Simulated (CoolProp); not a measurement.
Saturation properties of R13.

The numbers come from the reference Helmholtz-energy equation of state, Platzer 1990 in CoolProp. This equation is an older, rougher fit; its heat capacities, sound speeds and derivatives of the liquid may be far off and weren't checked against measurements.

```tsv
T (K)	p (kPa)	vapour density (kg/m³)	enthalpy of vaporisation (kJ/kg)	surface tension (mN/m)	liquid viscosity (µPa s)
157.6	10.32	0.8290	164.2	19.8	555
167.7	22.68	1.723	160.0	18.0	460
177.8	45.00	3.255	155.6	16.3	387
187.9	82.14	5.695	151.1	14.7	330
198	139.9	9.363	146.2	13.0	283
208.1	225.1	14.64	141.0	11.5	244
218.2	344.9	21.97	135.3	9.92	212
228.3	507.3	31.91	129.0	8.42	185
238.4	720.7	45.15	122.1	6.99	161
248.5	993.8	62.67	114.2	5.61	140
```

It boils at 191.7 K under 1 atm.

Viscosity comes from a separate model (Huber 2003), an estimate that may be off by 10 % or more. Surface tension comes from a separate correlation (Mulero 2012).
